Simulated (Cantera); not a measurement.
Cantera run:

```python
import numpy as np
import cantera as ct

gas_names = """
    C CN C2 CCN CNC C2N2 C3 C4 C4N2 C5 N N2 Si SiC SiC2 SiN Si2 Si2C Si2N Si3
""".split()
cond_names = """
    C(gr) Si(cr) Si(L) SiC(b) Si3N4(a)
""".split()


# ... load() reads the species with a 1 bar reference pressure and builds the phases ...
atoms = {
    'SiC': {'Si': 1, 'C': 1},
    'Si': {'Si': 1},
    'N2': {'N': 2},
}
top_T = {'C(gr)': 4500, 'SiC(b)': 3050, 'Si3N4(a)': 2400}  # K; cautious upper limits of use, not melting points


# ... equilibrate(T, P, feed) seeds the gas with the atoms and calls Mixture.equilibrate('TP', solver="gibbs", rtol=1e-10, max_steps=50000) ...
results = []
feed = {'SiC': 1, 'Si': 0.15, 'N2': 0.28}  # mol
P = 70  # Pa
for T in [2523, 2598, 2673, 2748, 2823, 2898, 2973]:
    mix = equilibrate(T, P, feed)
    results.append((T, P, feed, dict(zip(mix.species_names, mix.species_moles))))
    x = sorted(zip(gas.X, gas.species_names), reverse=True)
    print(f"T = {T:g} K  P = {P:g} Pa  gas = {mix.phase_moles(0):.4g} mol")
    print("   x: " + "  ".join(f"{s} {v:.3e}" for v, s in x if v > 0.001))
    print("   condensed (mol): " + ("  ".join(f"{mix.phase(i).name} {mix.phase_moles(i):.4g}"
          for i in range(1, mix.n_phases) if mix.phase_moles(i) > 1e-12) or "none"))
```

It prints:

```
T = 2523 K  P = 70 Pa  gas = 1.394 mol
   x: Si 6.012e-01  N2 1.995e-01  SiC2 1.665e-01  Si2C 2.697e-02  CN 2.102e-03  Si2 1.241e-03  C3 1.012e-03
   condensed (mol): C(gr) 0.49
T = 2598 K  P = 70 Pa  gas = 1.416 mol
   x: Si 5.818e-01  SiC2 1.978e-01  N2 1.955e-01  Si2C 1.502e-02  CN 3.769e-03  C3 3.074e-03
   condensed (mol): C(gr) 0.3974
T = 2673 K  P = 70 Pa  gas = 1.439 mol
   x: Si 5.528e-01  SiC2 2.278e-01  N2 1.910e-01  C3 8.754e-03  Si2C 8.304e-03  CN 6.522e-03  C 2.196e-03
   condensed (mol): C(gr) 0.2783
T = 2748 K  P = 70 Pa  gas = 1.477 mol
   x: Si 5.141e-01  SiC2 2.539e-01  N2 1.839e-01  C3 2.349e-02  CN 1.086e-02  C 5.273e-03  Si2C 4.512e-03  C2 2.271e-03
   condensed (mol): C(gr) 0.106
T = 2823 K  P = 70 Pa  gas = 1.529 mol
   x: Si 5.050e-01  SiC2 2.404e-01  N2 1.749e-01  C3 4.377e-02  CN 1.575e-02  C 1.089e-02  C2 4.762e-03  Si2C 2.526e-03
   condensed (mol): none
T = 2898 K  P = 70 Pa  gas = 1.58 mol
   x: Si 5.251e-01  SiC2 1.980e-01  N2 1.667e-01  C3 5.863e-02  CN 2.030e-02  C 1.963e-02  C2 7.882e-03  Si2C 1.477e-03  SiC 1.008e-03
   condensed (mol): none
T = 2973 K  P = 70 Pa  gas = 1.641 mol
   x: Si 5.428e-01  N2 1.579e-01  SiC2 1.548e-01  C3 7.093e-02  C 3.336e-02  CN 2.498e-02  C2 1.200e-02  SiC 1.103e-03
   condensed (mol): none
```

Method: chemical equilibrium by Gibbs-energy minimisation in Cantera with the NASA 1993 tables (ideal gas, pure condensed phases). The tables' values for SiN are old estimates; treat these amounts as uncertain.
